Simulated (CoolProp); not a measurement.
Vapour-liquid equilibrium of carbon dioxide (1) + carbonyl sulfide (2) at 234.6 K; x and y are mole fractions of (1).

Values from CoolProp's multi-fluid Helmholtz-energy mixture model, Span 1996 and Lemmon 2006; pair parameters Bell 2016.

| x | bubble pressure, mixture model (kPa) | bubble pressure, Raoult's law (kPa) | y, mixture model | y, Raoult's law |
|---|---|---|---|---|
| 0.05 | 255.9 | 213.0 | 0.360 | 0.249 |
| 0.15 | 403.2 | 302.1 | 0.620 | 0.526 |
| 0.25 | 520.3 | 391.1 | 0.726 | 0.677 |
| 0.35 | 614.9 | 480.2 | 0.786 | 0.772 |
| 0.45 | 693.9 | 569.3 | 0.826 | 0.837 |
| 0.55 | 763.1 | 658.4 | 0.858 | 0.885 |
| 0.65 | 827.4 | 747.4 | 0.887 | 0.921 |
| 0.75 | 890.5 | 836.5 | 0.915 | 0.950 |
| 0.85 | 955.2 | 925.6 | 0.945 | 0.973 |
| 0.95 | 1023 | 1015 | 0.980 | 0.992 |

The largest gap from Raoult's law is +33.5 % in bubble pressure, at x = 0.15. No azeotrope shows between x = 0.05 and 0.95.

The pair parameters rest on a limited set of measurements; away from them the model extrapolates.
